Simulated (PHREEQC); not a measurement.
0.061 g of hydrous ferric oxide (600 m²/g; 0.2 weak and 0.005 strong sites per Fe, Dzombak-Morel constants, diffuse double layer) in 1 kg of water with 0.001 mol/kgw of an inert sodium salt and 3.7e-06 mol MnCl2 and 3.3e-06 mol NiCl2, at 25 °C; the pH is set by adding NaOH or the inert anion's acid. No oxygen is let in. The system is closed to CO2. Nothing may precipitate in this run.

The series has 13 steps of pH, from 3 to 11.

The numbers come from PHREEQC with the ion-association model, wateq4f.dat.

Task: Near which pH is half of the Mn sorbed, and on which side is more sorbed?

Result: Near pH 7.5, with more sorbed at higher pH.

Task: Near which pH is half of the Ni sorbed, and on which side is more sorbed?

Result: Near pH 6.8, with more sorbed at higher pH.

Species that the database lacks are ignored. The oxide is taken as insoluble; below pH 4 it would dissolve.
